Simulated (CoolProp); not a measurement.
Vapour-liquid equilibrium of benzene (1) + toluene (2) at 335.1 K; x and y are mole fractions of (1).

Values from CoolProp's multi-fluid Helmholtz-energy mixture model, Thol 2012 and Lemmon 2006; pair parameters Bell 2016.

```tsv
x	bubble pressure, mixture model (MPa)	bubble pressure, Raoult's law (MPa)	y, mixture model	y, Raoult's law
0.05	0.02177	0.02182	0.125	0.128
0.125	0.02442	0.02451	0.281	0.285
0.2	0.02708	0.02721	0.406	0.411
0.275	0.02976	0.02990	0.510	0.515
0.35	0.03244	0.03260	0.596	0.601
0.425	0.03514	0.03529	0.670	0.674
0.5	0.03784	0.03799	0.733	0.736
0.575	0.04055	0.04068	0.788	0.791
0.65	0.04326	0.04338	0.836	0.838
0.725	0.04597	0.04607	0.879	0.881
0.8	0.04869	0.04877	0.917	0.918
0.875	0.05141	0.05146	0.951	0.951
0.95	0.05414	0.05416	0.981	0.982
```

The largest gap from Raoult's law is -0.5 % in bubble pressure, at x = 0.275. No azeotrope shows between x = 0.05 and 0.95.

Pair parameters are fitted to limited data, so mixtures are less certain than the pure fluids.
